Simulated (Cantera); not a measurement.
Charge: 1 mol C2H6, 2.5 mol NH3, 0.19 mol N2, equilibrated at 852 °C and 0.133 bar.

Equilibrium computed with Cantera from the NASA thermochemical tables; the gas is ideal and each condensed phase is pure. Candidate condensed phases: C, C6H6, C7H8, C8H18; 92 gas species. Rates play no part.

Base state: H2 0.821, N2 0.176, CH4 0.00259, HCN 1.17e-5, NH3 1.16e-5 (mole fractions); condensed: C(graphite).

Task: What changes in the equilibrium state with this change: N2 from 0.19 to 4.9 mol?

Result: 
| species | before | after |
|---|---|---|
| H2 | 0.821 | 0.522 |
| N2 | 0.176 | 0.477 |
| CH4 | 0.00259 | 0.00105 |
| HCN | 1.17e-5 | 1.53e-5 |
| NH3 | 1.16e-5 | 9.63e-6 |
| C(graphite), mol | 1.98 | 1.99 |

Task: What changes in the equilibrium state with this change: pressure from 0.133 bar to 10.0 mbar?

Result: 
```tsv
species	before	after
H2	0.821	0.824
N2	0.176	0.176
CH4	0.00259	0.000196
NH3	1.16e-5	8.71e-7
HCN	1.17e-5	1.17e-5
C(graphite), mol	1.98	2.00
```
